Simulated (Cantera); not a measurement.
Input: 1 mol Ta, 0.35 mol CO₂, 170 mol H₂, equilibrated at 10.0 mbar.

Cantera equilibrium calculation (NASA polynomials, part measured and part estimated; ideal gas, pure solids and liquids). Candidate condensed phases: C, C₆H₆, C₇H₈, C₈H₁₈, H₂O, Ta, TaC, Ta₂O₅; 113 gas species. Mutual solubility and eutectic melting of coexisting phases are not modelled. TaC: taken at fixed stoichiometry. Condensed phases not in the tables: Ta₂C, N, O or C dissolved in the metal. Rates play no part.

Problem. What share of the Ta ends up in condensed phases as a function of T (K), at 1248, 1398, 1548, 1698, 1848, 1998, 2148, 2298, 2448, 2598?

Solution. 
```json
[
 {"T (K)": "1248", "Ta condensed (%)": "100.0", "as": "Ta(s) + TaC(s) + Ta₂O₅(s)"},
 {"T (K)": "1398", "Ta condensed (%)": "100.0", "as": "Ta(s) + TaC(s) + Ta₂O₅(s)"},
 {"T (K)": "1548", "Ta condensed (%)": "100.0", "as": "Ta(s) + TaC(s) + Ta₂O₅(s)"},
 {"T (K)": "1698", "Ta condensed (%)": "100.0", "as": "Ta(s) + Ta₂O₅(s)"},
 {"T (K)": "1848", "Ta condensed (%)": "99.9", "as": "Ta(s) + Ta₂O₅(s)"},
 {"T (K)": "1998", "Ta condensed (%)": "97.9", "as": "Ta(s) + Ta₂O₅(s)"},
 {"T (K)": "2148", "Ta condensed (%)": "94.2", "as": "Ta(s)"},
 {"T (K)": "2298", "Ta condensed (%)": "88.2", "as": "Ta(s)"},
 {"T (K)": "2448", "Ta condensed (%)": "80.3", "as": "Ta(s)"},
 {"T (K)": "2598", "Ta condensed (%)": "72.5", "as": "Ta(s)"}
]
```
